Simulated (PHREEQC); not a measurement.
0.025 g of hydrous ferric oxide (600 m²/g; 0.2 weak and 0.005 strong sites per Fe, Dzombak-Morel constants, diffuse double layer) in 1 kg of water with 0.1 mol/kgw of an inert sodium salt and 2.7e-05 mol/kgw Na2SO4, 5.4e-05 mol/kgw H3BO3 and 3.3e-05 mol/kgw CuCl2, at 25 °C; the pH is set by adding NaOH or the inert anion's acid. Oxygen is held at 0.21 atm. No CO2 enters from the air. Nothing may precipitate in this run.

Model: ion-association model, wateq4f.dat, run in PHREEQC.

Question: Predict S sorbed (%), Cu sorbed (%) at pH = 5, 5.5, 8, 8.5.

Answer: 
```csv
pH,S sorbed (%),Cu sorbed (%)
5,27.3,5.9
5.5,18.0,19.5
8,0.3,75.9
8.5,0.0,71.3
```

Along this series the solution becomes supersaturated in solids that the run did not let form, among them Cu(OH)2. Species that the database lacks are ignored. The database's constant for dissolved Cu(OH)2 is higher than later reviews accept. The oxide is taken as insoluble; below pH 4 it would dissolve.
